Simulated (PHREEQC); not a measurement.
A solution holds 2.5 mmol/kgw HNO3 and 30 mmol/kgw Al(NO3)3, at 25 °C. Closed to the air; pH follows from the charge balance.

The numbers come from PHREEQC with the ion-association model, phreeqc.dat.

Precipitation was switched off in this run.

Q: Predict the pH, density, specific conductance.

A: pH 2.69; density 1.002 g/cm³; specific conductance 8800 µS/cm.

Species that the database lacks are ignored.
